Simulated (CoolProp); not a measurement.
Vapour-liquid equilibrium of propylene (1) + cyclohexane (2) at 37.45 °C; x and y are mole fractions of (1).

Values from CoolProp's multi-fluid Helmholtz-energy mixture model, Lemmon 2013 and Zhou 2014; pair parameters Bell 2016.

```
x     bubble pressure (MPa)  y at the bubble point  dew pressure at overall composition x (MPa)  liquid density (mol/L)
----  ---------------------  ---------------------  -------------------------------------------  ----------------------
0.05                 0.1098                  0.800                                      0.02339                   9.197
0.2                  0.3547                  0.942                                      0.02778                   9.638
0.35                 0.5789                  0.967                                      0.03417                   10.09
0.5                  0.7903                  0.978                                      0.04436                   10.55
0.65                 0.9973                  0.986                                      0.06318                   10.99
0.8                   1.212                  0.992                                       0.1096                   11.36
0.95                  1.457                  0.998                                       0.4071                   11.53
```

No azeotrope shows between x = 0.05 and 0.95.

The pair parameters rest on a limited set of measurements; away from them the model extrapolates. The gap from Raoult's law changes sign with composition, which may be real or a fault of the pair parameters; it wasn't checked against measurements.
